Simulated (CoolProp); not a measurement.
Properties of R236EA at several states (Tc = 412.4 K, pc = 3.414 MPa, ω = 0.368).

Computed with CoolProp (reference Helmholtz-energy equation of state, Rui 2013).

| T (K) | p (MPa) | phase | density (kg/m³) | Joule-Thomson coefficient (K/MPa) | isothermal compressibility (1/MPa) | fugacity coefficient |
|---|---|---|---|---|---|---|
| 327.9 | 0.0177 | gas | 0.9911 | 16.92 | 56.73 | 0.9959 |
| 352 | 0.0262 | gas | 1.367 | 13.44 | 38.35 | 0.9953 |
| 404.6 | 6 | liquid | 1032 | 0.8722 | 0.02501 | 0.3880 |
| 327.1 | 0.399 | gas | 24.86 | 19.95 | 2.827 | 0.9071 |
